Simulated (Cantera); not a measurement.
Feed: 1 mol Fe₃O₄, 17 mol CO, 16 mol H₂, held at 1548.15 K.

Method: chemical equilibrium by Gibbs-energy minimisation in Cantera with the NASA 1993 tables (ideal gas, pure condensed phases). Candidate condensed phases: C, C₆H₆, C₇H₈, C₈H₁₈, Fe, Fe(CO)₅, FeO, Fe(OH)₂, Fe(OH)₃, Fe₂O₃, Fe₃O₄, H₂O; 114 gas species. Equilibrium is a limit: real reactors are often held back by kinetics, nucleation or transport.

x: gas mole fraction; n: condensed amount in mol.

| P (Pa) | x CO | x H₂ | x H₂O | x CO₂ | x Fe | x H | x CH₄ | n Fe(γ) |
|---|---|---|---|---|---|---|---|---|
| 10 | 0.476 | 0.397 | 0.0843 | 0.0363 | 0.00404 | 0.00194 | <1e-12 | 2.87 |
| 36 | 0.478 | 0.399 | 0.0846 | 0.0364 | 0.00112 | 0.00103 | <1e-12 | 2.96 |
| 130 | 0.478 | 0.400 | 0.0847 | 0.0364 | 0.000311 | 0.000541 | 1.53e-12 | 2.99 |
| 460 | 0.479 | 0.400 | 0.0848 | 0.0364 | [?] | [?] | [?] | 3.00 |
| 1700 | 0.479 | 0.400 | 0.0848 | 0.0364 | 2.38e-5 | 0.000150 | 2.62e-10 | 3.00 |
| 6000 | 0.479 | 0.400 | 0.0848 | 0.0364 | 6.73e-6 | 7.96e-5 | 3.27e-9 | 3.00 |
| 22000 | 0.479 | 0.400 | 0.0848 | 0.0364 | [?] | [?] | [?] | 3.00 |
| 77000 | 0.479 | 0.400 | 0.0848 | 0.0364 | 5.25e-7 | 2.22e-5 | 5.39e-7 | 3.00 |
| 280000 | 0.479 | 0.400 | 0.0848 | 0.0364 | 1.44e-7 | 1.17e-5 | 7.12e-6 | 3.00 |
| 1000000 | 0.479 | 0.400 | 0.0849 | 0.0364 | 4.04e-8 | 6.17e-6 | 9.07e-5 | 3.00 |

Question: Complete the blanks.

Answer: 
- 22000, x Fe: 1.84e-6
- 22000, x H: 4.16e-5
- 22000, x CH₄: 4.40e-8
- 460, x Fe: 8.78e-5
- 460, x H: 0.000288
- 460, x CH₄: 1.92e-11
